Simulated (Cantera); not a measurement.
Mixture: CH4 : O2 : N2 = 1 : 1.82 : 6.84 (molar parts), equivalence ratio 1.1, at 9.87 atm, adiabatic and at constant pressure. Ignition delay is the time to a rise of 400 K.

Model: GRI-Mech 3.0 (53 species, 325 reactions), integrated in Cantera.

**Question.** At T0 = 1700 K, what is the delay, and which 5 reactions control it most (d ln τ / d ln k, from doubling and halving each rate constant)?

**Answer.** The delay is 34.1 µs.
```json
[
 {"reaction": "CH3 + O2 <=> CH3O + O", "d ln τ / d ln k": "-0.40", "faster rate": "shortens it"},
 {"reaction": "H + O2 <=> O + OH", "d ln τ / d ln k": "-0.32", "faster rate": "shortens it"},
 {"reaction": "2 CH3 (+M) <=> C2H6 (+M)", "d ln τ / d ln k": "0.26", "faster rate": "lengthens it"},
 {"reaction": "CH4 + H <=> CH3 + H2", "d ln τ / d ln k": "0.21", "faster rate": "lengthens it"},
 {"reaction": "CH3 + HO2 <=> CH3O + OH", "d ln τ / d ln k": "-0.19", "faster rate": "shortens it"}
]
```
